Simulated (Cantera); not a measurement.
Catalytic stagnation flow on Pt

A jet of H₂ : O₂ : N₂ = 0.012 : 0.15 : 0.79 (molar parts), equivalence ratio 0.040 at 300 K and 0.0799 atm hits a platinum plate 4.8 cm away at a mass flux of 0.12 kg/m²/s; the plate temperature is set and raised in steps from an oxygen-covered start.

Cantera simulation using Deutschmann's 1995 Pt surface mechanism with GRI-Mech 3.0 gas chemistry; the numbers are that mechanism's predictions, not measurements. Catalytic surfaces can have several steady states; this one follows from the mechanism file's or the stated starting coverage.

```json
[
 {"plate T (K)": "600", "wall x H₂": "0.00285", "wall x O₂": "0.147", "wall x H₂O": "0.0190", "wall x OH": "<1e-8", "θ free Pt": "0.0319", "θ O*": "0.965", "θ OH*": "0.00305"},
 {"plate T (K)": "650", "wall x H₂": "0.00281", "wall x O₂": "0.147", "wall x H₂O": "0.0189", "wall x OH": "<1e-8", "θ free Pt": "0.0340", "θ O*": "0.964", "θ OH*": "0.00206"},
 {"plate T (K)": "700", "wall x H₂": "0.00256", "wall x O₂": "0.147", "wall x H₂O": "0.0193", "wall x OH": "<1e-8", "θ free Pt": "0.0397", "θ O*": "0.959", "θ OH*": "0.00155"},
 {"plate T (K)": "750", "wall x H₂": "0.00198", "wall x O₂": "0.146", "wall x H₂O": "0.0202", "wall x OH": "<1e-8", "θ free Pt": "0.0563", "θ O*": "0.942", "θ OH*": "0.00135"},
 {"plate T (K)": "800", "wall x H₂": "0.00137", "wall x O₂": "0.146", "wall x H₂O": "0.0213", "wall x OH": "<1e-8", "θ free Pt": "0.0889", "θ O*": "0.910", "θ OH*": "0.00128"},
 {"plate T (K)": "850", "wall x H₂": "0.000962", "wall x O₂": "0.145", "wall x H₂O": "0.0219", "wall x OH": "1.12e-8", "θ free Pt": "0.135", "θ O*": "0.863", "θ OH*": "0.00121"},
 {"plate T (K)": "900", "wall x H₂": "0.000715", "wall x O₂": "0.145", "wall x H₂O": "0.0223", "wall x OH": "3.51e-8", "θ free Pt": "0.191", "θ O*": "0.807", "θ OH*": "0.00112"},
 {"plate T (K)": "950", "wall x H₂": "0.000566", "wall x O₂": "0.145", "wall x H₂O": "0.0225", "wall x OH": "9.49e-8", "θ free Pt": "0.254", "θ O*": "0.745", "θ OH*": "0.00101"}
]
```
x: mole fraction at the wall; θ: surface coverage.
